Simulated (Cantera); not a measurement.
# Thermodynamics of chlorosilane synthesis and conversion, feed SiCl4 + HCl + H2

Input: 1 mol SiCl4, 3.2 mol HCl, a varied amount of H2, held at 852 °C and 0.490 bar.

Equilibrium computed with Cantera from the NASA thermochemical tables; the gas is ideal and each condensed phase is pure. Candidate condensed phases: Si; 19 gas species. The tables' values for SiCl3 are old estimates; treat these amounts as uncertain. Kinetics and transport are ignored.

| n(H2) (mol) | x HCl | x H2 | x SiCl4 | x SiHCl3 |
|---|---|---|---|---|
| 0.4 | 0.696 | 0.0864 | 0.217 | 0.000467 |
| 1.3 | 0.583 | 0.235 | 0.180 | 0.00126 |
| 2.1 | 0.510 | 0.331 | 0.157 | 0.00177 |
| 3 | 0.447 | 0.414 | 0.136 | 0.00219 |
| 3.9 | 0.398 | 0.479 | 0.121 | 0.00252 |
| 4.7 | 0.363 | 0.525 | 0.109 | 0.00275 |
| 5.6 | 0.330 | 0.568 | 0.0986 | 0.00295 |
| 6.4 | 0.305 | 0.600 | 0.0908 | 0.00310 |
| 7.3 | 0.282 | 0.631 | 0.0832 | 0.00324 |
x: gas mole fraction; nothing condenses.

From 0.4 mol H2 to 7.3 mol H2 nothing is condensed. The main Si-bearing gas is SiCl4 throughout.
